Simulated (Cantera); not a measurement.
An adiabatic, constant-pressure homogeneous reactor starts with 18.8 % CH₄, 1.64 % CO, 16.7 % O₂, 62.8 % N₂, equivalence ratio 2.3, at 1050 K and 25.7 atm.

Model: GRI-Mech 3.0 (53 species, 325 reactions), integrated in Cantera. The pressure lies above the range GRI-Mech 3.0 was tuned for (to about 10 atm).

x: mole fraction; the columns are a selection and need not sum to one.

| t (s) | T (K) | x CH₄ | x CO | x O₂ | x CH₂ | x NO | x H₂O₂ |
|---|---|---|---|---|---|---|---|
| 3.00e-6 | 1050 | 0.188 | 0.0164 | 0.167 | <1e-12 | <1e-12 | 4.17e-11 |
| 8.63e-6 | 1050 | 0.188 | 0.0164 | 0.167 | <1e-12 | <1e-12 | 3.33e-10 |
| 2.48e-5 | 1050 | 0.188 | 0.0164 | 0.167 | <1e-12 | <1e-12 | (withheld) |
| 7.15e-5 | 1050 | 0.188 | 0.0164 | 0.167 | <1e-12 | <1e-12 | (withheld) |
| 0.000206 | 1050 | 0.188 | 0.0164 | 0.167 | <1e-12 | <1e-12 | (withheld) |
| 0.000592 | 1050 | 0.188 | 0.0164 | 0.167 | <1e-12 | <1e-12 | (withheld) |
| 0.00170 | 1050 | 0.188 | 0.0164 | 0.167 | <1e-12 | <1e-12 | (withheld) |
| 0.00490 | 1051 | 0.188 | 0.0164 | 0.167 | <1e-12 | <1e-12 | (withheld) |
| 0.0141 | 1053 | 0.188 | 0.0164 | 0.167 | <1e-12 | <1e-12 | (withheld) |
| 0.0406 | 2001 | 0.000919 | 0.151 | 8.71e-10 | 1.26e-8 | 1.44e-7 | 2.97e-11 |
| 0.117 | 1996 | 4.11e-7 | 0.152 | 7.65e-10 | 4.91e-12 | 1.43e-7 | 2.68e-11 |
| 0.336 | 1996 | 4.07e-7 | 0.152 | 7.65e-10 | 4.87e-12 | 1.49e-7 | 2.68e-11 |
| 0.966 | 1996 | 4.07e-7 | 0.152 | 7.65e-10 | 4.87e-12 | 1.65e-7 | 2.68e-11 |
| 2.78 | 1996 | 4.07e-7 | 0.152 | 7.65e-10 | 4.87e-12 | 2.06e-7 | 2.68e-11 |
| 8.00 | 1996 | 4.07e-7 | 0.152 | 7.66e-10 | 4.87e-12 | 2.92e-7 | 2.68e-11 |

Problem. What belongs in the gaps?

Solution. 
- 2.48e-5, x H₂O₂: 2.50e-9
- 7.15e-5, x H₂O₂: 1.60e-8
- 0.000206, x H₂O₂: 7.16e-8
- 0.000592, x H₂O₂: 1.81e-7
- 0.00170, x H₂O₂: 2.84e-7
- 0.00490, x H₂O₂: 5.45e-7
- 0.0141, x H₂O₂: 2.31e-6
